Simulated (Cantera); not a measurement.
# Premixed flame

A freely propagating, adiabatic, planar premixed flame of CH4 : H2 : O2 : N2 = 1 : 0.65 : 1.79 : 6.72 (molar parts), equivalence ratio 1.3, unburnt at 423 K and 10.0 bar; mixture-averaged transport, grid criteria slope 0.08 and curve 0.16, no radiation.

Model: GRI-Mech 3.0 (53 species, 325 reactions), integrated in Cantera. Burning velocities carry a grid error of a few per cent, more on coarse grids.

```json
[
 {"z (mm)": "-0.307", "T (K)": "424", "u (m/s)": "0.234", "x CH4": "0.0985", "x H2": "0.0631", "x O2": "0.176", "x CO": "8.02e-6", "x CH2": "<1e-8", "x C2H2": "2.95e-8"},
 {"z (mm)": "-0.205", "T (K)": "432", "u (m/s)": "0.239", "x CH4": "0.0983", "x H2": "0.0613", "x O2": "0.176", "x CO": "0.000114", "x CH2": "<1e-8", "x C2H2": "5.64e-7"},
 {"z (mm)": "-0.154", "T (K)": "463", "u (m/s)": "0.255", "x CH4": "0.0970", "x H2": "0.0590", "x O2": "0.175", "x CO": "0.000614", "x CH2": "<1e-8", "x C2H2": "3.86e-6"},
 {"z (mm)": "-0.102", "T (K)": "602", "u (m/s)": "0.332", "x CH4": "0.0900", "x H2": "0.0550", "x O2": "0.166", "x CO": "0.00359", "x CH2": "<1e-8", "x C2H2": "2.98e-5"},
 {"z (mm)": "-0.0512", "T (K)": "1121", "u (m/s)": "0.624", "x CH4": "0.0604", "x H2": "0.0497", "x O2": "0.120", "x CO": "0.0194", "x CH2": "<1e-8", "x C2H2": "0.000222"},
 {"z (mm)": "-0.0256", "T (K)": "1549", "u (m/s)": "0.869", "x CH4": "0.0339", "x H2": "0.0474", "x O2": "0.0746", "x CO": "0.0360", "x CH2": "6.70e-7", "x C2H2": "0.000510"},
 {"z (mm)": "0", "T (K)": "1927", "u (m/s)": "1.09", "x CH4": "0.0111", "x H2": "0.0453", "x O2": "0.0301", "x CO": "0.0512", "x CH2": "1.46e-5", "x C2H2": "0.00110"},
 {"z (mm)": "0.0256", "T (K)": "2106", "u (m/s)": "1.19", "x CH4": "0.00274", "x H2": "0.0443", "x O2": "0.00847", "x CO": "0.0557", "x CH2": "2.10e-5", "x C2H2": "0.000978"},
 {"z (mm)": "0.0512", "T (K)": "2162", "u (m/s)": "1.22", "x CH4": "0.000940", "x H2": "0.0449", "x O2": "0.00235", "x CO": "0.0552", "x CH2": "9.53e-6", "x C2H2": "0.000575"},
 {"z (mm)": "0.102", "T (K)": "2190", "u (m/s)": "1.24", "x CH4": "0.000281", "x H2": "0.0465", "x O2": "0.000281", "x CO": "0.0537", "x CH2": "1.86e-6", "x C2H2": "0.000245"},
 {"z (mm)": "0.205", "T (K)": "2199", "u (m/s)": "1.24", "x CH4": "8.87e-5", "x H2": "0.0478", "x O2": "1.60e-5", "x CO": "0.0530", "x CH2": "2.79e-7", "x C2H2": "8.79e-5"},
 {"z (mm)": "0.410", "T (K)": "2201", "u (m/s)": "1.24", "x CH4": "2.42e-5", "x H2": "0.0482", "x O2": "3.01e-6", "x CO": "0.0529", "x CH2": "4.88e-8", "x C2H2": "2.32e-5"},
 {"z (mm)": "0.819", "T (K)": "2201", "u (m/s)": "1.24", "x CH4": "2.85e-6", "x H2": "0.0483", "x O2": "2.45e-6", "x CO": "0.0529", "x CH2": "<1e-8", "x C2H2": "2.51e-6"}
]
```
x: mole fraction of selected species; z is measured from the peak of heat release.

```json
{
 "laminar_burning_velocity": "23.4 cm/s",
 "thermal_thickness": "0.102 mm",
 "peak x(CO)": "0.0558",
 "peak x(CH2)": "2.32e-5",
 "peak x(C2H2)": "0.00117",
 "grid_points": "134"
}
```
